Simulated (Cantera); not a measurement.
A Cantera script and what it prints.

```python
import numpy as np
import cantera as ct

gas_names = """
    C CN CO CO2 C2 CCN CNC C2N2 C2O C3 C3O2 C4 C4N2 C5 N NCO NO NO2 NO3 N2 N2O O O2 O3 Ti TiO TiO2
""".split()
cond_names = """
    C(gr) Ti(a) Ti(b) Ti(L) TiC(s) TiC(L) TiN(s) TiN(L) TiO(a) TiO(b) TiO(L) TiO2(ru) TiO2(L) Ti2O3(a)
    Ti2O3(b) Ti2O3(L) Ti3O5(a) Ti3O5(b) Ti3O5(L) Ti4O7(s) Ti4O7(L)
""".split()


# ... load() reads the species with a 1 bar reference pressure and builds the phases ...
atoms = {
    'TiO2': {'Ti': 1, 'O': 2},
    'CO': {'C': 1, 'O': 1},
    'N2': {'N': 2},
}
top_T = {'C(gr)': 4500}  # K; cautious upper limits of use, not melting points


# ... equilibrate(T, P, feed) seeds the gas with the atoms and calls Mixture.equilibrate('TP', solver="vcs", rtol=1e-11, max_steps=5000) ...
results = []
feed = {'TiO2': 1, 'CO': 2.8, 'N2': 0.14}  # mol
P = 101325  # Pa
for T in [1200, 1300, 1400, 1500, 1600, 1700, 1800]:
    mix = equilibrate(T, P, feed)
    results.append((T, P, feed, dict(zip(mix.species_names, mix.species_moles))))

top = {s: max(r[3][s] / sum(r[3][g] for g in gas_names) for r in results) for s in gas_names}
cols = sorted((s for s in top if top[s] > 0.0001), key=lambda s: -top[s])[:7]
seen = [c for c in cond_names if any(r[3].get(c, 0) > 1e-12 for r in results)]
print("log10 of partial pressures in bar; condensed amounts in mol")
print(f"{'T/K':>10s}" + "".join(f"{s[:9]:>10s}" for s in cols + seen))
for T, P, feed, n in results:
    ng = sum(n[g] for g in gas_names)
    print(f"{T:10.4g}" + "".join(f"{np.log10(max(n[s] / ng * P / 1e5, 1e-99)):10.3f}" for s in cols)
          + "".join(f"{n.get(c, 0):10.4g}" for c in seen))
```

Output:

```
log10 of partial pressures in bar; condensed amounts in mol
       T/K        CO        N2       CO2     C(gr)  TiO2(ru)  Ti4O7(s)
      1200    -0.024    -1.309    -1.771   0.04839         1         0
      1300    -0.018    -1.314    -2.322   0.01377         1         0
      1400    -0.017    -1.317    -2.489         0    0.9623  0.009419
      1500    -0.018    -1.317    -2.226         0     0.931   0.01724
      1600    -0.020    -1.317    -1.992         0    0.8819   0.02952
      1700    -0.023    -1.317    -1.783         0    0.8088   0.04781
      1800    -0.027    -1.317    -1.594         0    0.7047   0.07382
```

Cantera equilibrium calculation (NASA polynomials, part measured and part estimated; ideal gas, pure solids and liquids). Mutual solubility and eutectic melting of coexisting phases are not modelled. Condensed phases not in the tables: Magnéli phases beyond Ti4O7.
